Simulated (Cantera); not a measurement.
# Thermodynamics of metals in furnace atmospheres, feed Pb + O₂ + N₂

A closed system holds: 1 mol Pb, 0.17 mol O₂, 1.9 mol N₂, held at 1 atm.

These are equilibrium values from Cantera (NASA tables, ideal gas, pure condensed phases), not measurements of a reactor. Candidate condensed phases: Pb, PbO, PbO₂, Pb₃O₄; 12 gas species. Each liquid is taken as pure. Mutual solubility and eutectic melting of coexisting phases are not modelled. Gases not in the tables: (PbO)n polymers. The numbers say what is thermodynamically allowed, not how fast it happens.

```json
[
 {"T (°C)": "1177", "x N₂": "0.981", "x Pb": "0.0147", "x PbO": "0.00450", "x O₂": "1.12e-6", "x Pb₂": "4.43e-6", "x NO": "2.45e-6", "x O": "2.11e-9", "x NO₂": "3.59e-11", "n Pb(l)": "0.632", "n PbO(l)": "0.331"},
 {"T (°C)": "1252", "x N₂": "0.957", "x Pb": "0.0307", "x PbO": "0.0119", "x O₂": "5.06e-6", "x Pb₂": "1.51e-5", "x NO": "7.47e-6", "x O": "1.27e-8", "x NO₂": "1.84e-10", "n Pb(l)": "0.599", "n PbO(l)": "0.316"},
 {"T (°C)": "1327", "x N₂": "0.912", "x Pb": "0.0598", "x PbO": "0.0285", "x O₂": "1.96e-5", "x Pb₂": "4.54e-5", "x NO": "2.01e-5", "x O": "6.38e-8", "x NO₂": "7.90e-10", "n Pb(l)": "0.535", "n PbO(l)": "0.280"},
 {"T (°C)": "1402", "x N₂": "0.828", "x Pb": "0.109", "x PbO": "0.0628", "x O₂": "6.65e-5", "x Pb₂": "0.000123", "x NO": "4.80e-5", "x O": "2.77e-7", "x NO₂": "2.88e-9", "n Pb(l)": "0.409", "n PbO(l)": "0.195"},
 {"T (°C)": "1477", "x N₂": "0.687", "x Pb": "0.190", "x PbO": "0.122", "x O₂": "0.000184", "x Pb₂": "0.000307", "x NO": "9.64e-5", "x O": "1.01e-6", "x NO₂": "8.06e-9", "n Pb(l)": "0.134", "n PbO(l)": "0"},
 {"T (°C)": "1552", "x N₂": "0.655", "x Pb": "0.227", "x PbO": "0.117", "x O₂": "0.000239", "x Pb₂": "0.000368", "x NO": "0.000139", "x O": "2.36e-6", "x NO₂": "1.13e-8", "n Pb(l)": "0", "n PbO(l)": "0"},
 {"T (°C)": "1627", "x N₂": "0.655", "x Pb": "0.228", "x PbO": "0.116", "x O₂": "0.000457", "x Pb₂": "0.000314", "x NO": "0.000244", "x O": "6.34e-6", "x NO₂": "2.37e-8", "n Pb(l)": "0", "n PbO(l)": "0"}
]
```
x: gas mole fraction; n: condensed amount in mol.

From 1177 °C to 1402 °C the condensed part is Pb(l) + PbO(l). At 1477 °C the condensed part is Pb(l). From 1552 °C to 1627 °C nothing is condensed.
